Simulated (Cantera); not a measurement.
Input (Python, Cantera):

```python
import numpy as np
import cantera as ct

gas = ct.Solution("h2o2.yaml")
gas.TPX = 1200, 400, {'H2': 0.03, 'O2': 1}
reactor = ct.IdealGasConstPressureReactor(gas, energy="off", clone=False)
net = ct.ReactorNet([reactor])
net.rtol, net.atol = 1e-08, 1e-18
show = ['H2', 'O2', 'H2O2', 'H2O', 'H']
times = np.geomspace(3e-05, 7, 13)

steps = ct.SolutionArray(gas, extra=["t"])
rows = []
print(f"{'t/s':>10s}{'T/K':>9s}{'P/Pa':>11s}" + "".join(f"{s:>11s}" for s in show))
for t in times:
    while net.time < t:
        t_next = net.step()
        steps.append(gas.state, t=t_next)
    rows.append([np.interp(t, steps.t, y) for y in (steps.T, steps.P, *steps(*show).X.T)])
    print(f"{t:10.3e}{rows[-1][0]:9.1f}{rows[-1][1]:11.4g}" + "".join(f"{x:11.3e}" for x in rows[-1][2:]))
rate = np.gradient(steps.T, steps.t)
print("integrator steps:", len(steps.t))
if steps.T.max() > steps.T[0] + 200:
    print(f"time of steepest temperature rise: {steps.t[rate.argmax()]:.4e} s")
gas.TPX = 1200, 400, {'H2': 0.03, 'O2': 1}
gas.equilibrate("TP")
print(f"equilibrium (TP): T = {gas.T:.1f} K  " + "  ".join(f"{s} {gas[s].X[0]:.3e}" for s in show))
```

Output:

```
       t/s      T/K       P/Pa         H2         O2       H2O2        H2O          H
 3.000e-05   1200.0        400  2.913e-02  9.709e-01  2.486e-15  6.172e-13  2.116e-10
 8.403e-05   1200.0        400  2.913e-02  9.709e-01  1.950e-14  1.215e-11  5.080e-10
 2.354e-04   1200.0        400  2.913e-02  9.709e-01  1.526e-13  2.059e-10  1.076e-09
 6.593e-04   1200.0        400  2.913e-02  9.709e-01  1.194e-12  2.952e-09  2.626e-09
 1.847e-03   1200.0        400  2.913e-02  9.709e-01  9.299e-12  5.322e-08  1.627e-08
 5.173e-03   1200.0        400  2.912e-02  9.709e-01  7.405e-11  7.472e-06  1.711e-06
 1.449e-02   1200.0        400  2.059e-03  9.486e-01  4.130e-08  2.302e-02  4.539e-03
 4.059e-02   1200.0        400  3.103e-04  9.465e-01  1.552e-08  2.624e-02  3.078e-03
 1.137e-01   1200.0        400  2.823e-04  9.489e-01  1.563e-08  2.658e-02  2.641e-03
 3.185e-01   1200.0        400  2.191e-04  9.541e-01  1.572e-08  2.729e-02  1.764e-03
 8.921e-01   1200.0        400  1.183e-04  9.618e-01  1.510e-08  2.830e-02  6.788e-04
 2.499e+00   1200.0        400  3.625e-05  9.677e-01  1.204e-08  2.906e-02  1.126e-04
 7.000e+00   1200.0        400  6.963e-06  9.698e-01  6.760e-09  2.938e-02  9.424e-06
integrator steps: 1056
equilibrium (TP): T = 1200.0 K  H2 6.067e-09  O2 9.704e-01  H2O2 4.411e-11  H2O 2.955e-02  H 2.447e-10
```

Detailed kinetics in Cantera: the H2/O2 subset of GRI-Mech 3.0, which has no nitrogen chemistry. Radical loss at walls, strong at low pressure, is not modelled.
